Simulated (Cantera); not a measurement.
Feed: 1 mol Ta2O5, 640 mol H2, at 1675 °C and 1.00 bar.

Method: chemical equilibrium by Gibbs-energy minimisation in Cantera with the NASA 1993 tables (ideal gas, pure condensed phases). Candidate condensed phases: H2O, Ta, Ta2O5; 12 gas species. Mutual solubility and eutectic melting of coexisting phases are not modelled. Condensed phases not in the tables: N, O or C dissolved in the metal. The numbers say what is thermodynamically allowed, not how fast it happens.

Base state: H2 0.997, H2O 0.00145, H 0.00113 (mole fractions); condensed: Ta(s) + Ta2O5(s).

### Question
What changes in the equilibrium state with this change: temperature from 1675 °C to 1277 °C?

### Answer
| species | before | after |
|---|---|---|
| H2 | 0.997 | 1.000 |
| H2O | 0.00145 | 0.000139 |
| H | 0.00113 | 3.15e-5 |
| Ta(s), mol | 0.370 | 0.0355 |
| Ta2O5(s), mol | 0.815 | 0.982 |

### Question
What changes in the equilibrium state with this change: Ta2O5 replaced by Cr2O3?

### Answer
```json
[
 {"species": "H2", "before": "0.997", "after": "0.994"},
 {"species": "H2O", "before": "0.00145", "after": "0.00468"},
 {"species": "H", "before": "0.00113", "after": "0.00113"},
 {"species": "Cr", "before": "0", "after": "0.000629"},
 {"species": "Ta(s), mol", "before": "0.370", "after": "0"},
 {"species": "Ta2O5(s), mol", "before": "0.815", "after": "0"},
 {"species": "Cr(s), mol", "before": "0", "after": "1.60"}
]
```
Further candidate phases: Cr, Cr2O3.

### Question
What changes in the equilibrium state with this change: temperature from 1675 °C to 1552 °C?

### Answer
| species | before | after |
|---|---|---|
| H2 | 0.997 | 0.999 |
| H2O | 0.00145 | 0.000787 |
| H | 0.00113 | 0.000440 |
| Ta(s), mol | 0.370 | 0.202 |
| Ta2O5(s), mol | 0.815 | 0.899 |
